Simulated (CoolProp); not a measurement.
Vapour-liquid equilibrium of CH2F2 (R32) (1) + R134a (2) at -51.15 °C; x and y are mole fractions of (1).

Model: multi-fluid Helmholtz-energy mixture model, Tillner-Roth 1997 and Tillner-Roth 1994; pair parameters Lemmon 2004, in CoolProp.

```tsv
x	bubble pressure (MPa)	y at the bubble point	dew pressure at overall composition x (MPa)	liquid density (mol/L)
0.05	0.03166	0.171	…	14.49
0.2	0.04365	0.488	0.03247	15.40
0.35	0.05519	0.666	0.03749	16.44
0.5	0.06645	…	…	17.63
0.65	0.07760	0.867	0.05392	…
0.8	0.08880	0.932	…	20.63
0.95	…	0.985	0.09239	22.56
```

Fill in the missing entries.


- 0.05, dew pressure at overall composition x (MPa): 0.02862
- 0.5, y at the bubble point: 0.783
- 0.5, dew pressure at overall composition x (MPa): 0.04428
- 0.65, liquid density (mol/L): 19.01
- 0.8, dew pressure at overall composition x (MPa): 0.06850
- 0.95, bubble pressure (MPa): 0.1001

No azeotrope shows between x = 0.05 and 0.95.

Pair parameters are fitted to limited data, so mixtures are less certain than the pure fluids.
